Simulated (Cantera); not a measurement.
**Hydrocarbon pyrolysis for carbon deposition**

An isothermal, constant-pressure homogeneous reactor starts with 1.89 % CH4, 98.1 % N2, at 1673 K and 0.000240 bar.

Model: GRI-Mech 3.0 (53 species, 325 reactions), integrated in Cantera. GRI-Mech 3.0 stops at C3 and has no aromatics, soot or wall deposition, so with more carbon than oxygen in the feed, carbon stays in small species such as C2H2 where larger ones or solid carbon would form. Radical loss at walls, strong at low pressure, is not modelled.

```json
[
 {"t (s)": "2.00e-6", "x CH4": "0.0189", "x HCN": "<1e-12", "x CH2": "<1e-12", "x C2H6": "<1e-12", "x C2H2": "<1e-12"},
 {"t (s)": "7.66e-6", "x CH4": "0.0189", "x HCN": "<1e-12", "x CH2": "<1e-12", "x C2H6": "<1e-12", "x C2H2": "<1e-12"},
 {"t (s)": "2.94e-5", "x CH4": "0.0189", "x HCN": "<1e-12", "x CH2": "<1e-12", "x C2H6": "<1e-12", "x C2H2": "<1e-12"},
 {"t (s)": "0.000112", "x CH4": "0.0189", "x HCN": "<1e-12", "x CH2": "<1e-12", "x C2H6": "<1e-12", "x C2H2": "<1e-12"},
 {"t (s)": "0.000431", "x CH4": "0.0189", "x HCN": "<1e-12", "x CH2": "<1e-12", "x C2H6": "<1e-12", "x C2H2": "<1e-12"},
 {"t (s)": "0.00165", "x CH4": "0.0189", "x HCN": "<1e-12", "x CH2": "<1e-12", "x C2H6": "<1e-12", "x C2H2": "<1e-12"},
 {"t (s)": "0.00632", "x CH4": "0.0189", "x HCN": "<1e-12", "x CH2": "<1e-12", "x C2H6": "<1e-12", "x C2H2": "<1e-12"},
 {"t (s)": "0.0242", "x CH4": "0.0189", "x HCN": "<1e-12", "x CH2": "1.14e-11", "x C2H6": "<1e-12", "x C2H2": "<1e-12"},
 {"t (s)": "0.0928", "x CH4": "0.0189", "x HCN": "<1e-12", "x CH2": "1.66e-10", "x C2H6": "4.50e-12", "x C2H2": "6.60e-12"},
 {"t (s)": "0.356", "x CH4": "0.0188", "x HCN": "<1e-12", "x CH2": "1.81e-9", "x C2H6": "1.37e-10", "x C2H2": "1.70e-9"},
 {"t (s)": "1.36", "x CH4": "0.0188", "x HCN": "1.96e-11", "x CH2": "2.13e-8", "x C2H6": "2.53e-9", "x C2H2": "3.68e-7"},
 {"t (s)": "5.22", "x CH4": "0.0181", "x HCN": "1.95e-9", "x CH2": "2.24e-7", "x C2H6": "3.58e-8", "x C2H2": "6.76e-5"},
 {"t (s)": "20.0", "x CH4": "0.0105", "x HCN": "3.86e-7", "x CH2": "6.86e-7", "x C2H6": "9.81e-8", "x C2H2": "0.00341"}
]
```
x: mole fraction; the columns are a selection and need not sum to one.

Equilibrium at this temperature and pressure: CH4 5.16e-9, HCN 0.0167, CH2 2.13e-10, C2H6 <1e-12, C2H2 0.000909 (gas phase only).
